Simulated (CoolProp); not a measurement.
Aqueous ethylene glycol as a coolant, at 37 °C, 1 atm.

Computed with CoolProp (Melinder's fits for secondary coolants).

| mass % | freezing point (°C) | conductivity (W/(m K)) | viscosity (mPa s) | density (kg/m³) | cp (kJ/(kg K)) |
|---|---|---|---|---|---|
| 2.4 | -0.7 | 0.613 | 0.725 | 996.0 | 4.149 |
| 7.6 | -2.5 | 0.587 | 0.807 | 1003 | 4.088 |
| 12.9 | -4.5 | 0.560 | 0.912 | 1009 | 4.023 |
| 18.1 | -6.9 | 0.535 | 1.03 | 1015 | 3.954 |
| 23.3 | -9.9 | 0.511 | 1.17 | 1022 | 3.877 |
| 28.6 | -13.5 | 0.487 | 1.33 | 1029 | 3.791 |
| 33.8 | -17.8 | 0.464 | 1.51 | 1035 | 3.700 |
| 39.1 | -22.9 | 0.442 | 1.72 | 1042 | 3.603 |
| 44.3 | -28.7 | 0.421 | 1.96 | 1048 | 3.506 |
| 49.6 | -35.4 | 0.401 | 2.24 | 1055 | 3.406 |
